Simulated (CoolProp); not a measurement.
Dry air along the isotherm 97.8 K: Z from the reference equation and from simpler models built on Tc = 132.5 K, pc = 3.786 MPa, ω = 0.034; each cubic takes its own stable root.

Values from CoolProp's reference Helmholtz-energy equation of state, Lemmon 2000. It is a pseudo-pure fit of the blend.

```tsv
p (MPa)	phase	reference
4.73	liquid	0.2110
9.46	liquid	0.4133
14.2	liquid	0.6097
18.9	liquid	0.7995
23.7	liquid	0.9890
28.4	liquid	1.171
33.1	liquid	1.350
37.9	liquid	1.530
```

### Question
How far does each simpler model (van der Waals, Redlich-Kwong, Soave-Redlich-Kwong, Peng-Robinson) lie from the reference over these 8 states: mean and median of the absolute difference, and the worst?

### Answer
- van der Waals: mean 35.1 %, median 34.4 %, worst +39.0 % at 97.8 K and 4.73 MPa
- Redlich-Kwong: mean 3.1 %, median 3.4 %, worst -3.6 % at 97.8 K and 37.9 MPa
- Soave-Redlich-Kwong: mean 2.9 %, median 3.2 %, worst -3.5 % at 97.8 K and 37.9 MPa
- Peng-Robinson: mean 13.5 %, median 13.6 %, worst -13.7 % at 97.8 K and 28.4 MPa
